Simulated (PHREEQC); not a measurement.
NaOH is added in steps, without added water, to 1 kg of water holding 0.007 mol/kgw H3BO3 and 0.085 mol/kgw Na2SO4, at 20 °C. O2 is buffered at 0.21 atm. The system is closed to CO2. Precipitation was switched off in this run.

Base run: PHREEQC, ion-association model, phreeqc.dat. Each further column changes one thing. The table gives pH.

| NaOH added (mol) | base | all activity coefficients set to 1 | database pitzer.dat | database wateq4f.dat | Davies equation for every ion |
|---|---|---|---|---|---|
| 0 | 5.92 | 6.09 | 5.90 | 5.90 | 5.93 |
| 0.001613 | 8.60 | 8.76 | 8.54 | 8.56 | 8.60 |
| 0.002687 | 8.92 | 9.07 | 8.86 | 8.88 | 8.92 |
| 0.0043 | 9.33 | 9.48 | 9.26 | 9.28 | 9.33 |
| 0.005913 | 9.83 | 9.99 | 9.77 | 9.79 | 9.83 |
| 0.006987 | 10.47 | 10.63 | 10.44 | 10.45 | 10.49 |
| 0.0086 | 11.23 | 11.38 | 11.22 | 11.23 | 11.26 |

 pitzer.dat has no redox and few complexes: it carries them in its interaction parameters. phreeqc.dat and wateq4f.dat share most of their constants, so their agreement is no independent check. Solids allowed in the column 'database pitzer.dat': Mirabilite, Thenardite, Borax, Boric_acid,s, NaBO2:4H2O, NaB5O8:5H2O. Solids allowed in the column 'database wateq4f.dat': Mirabilite.
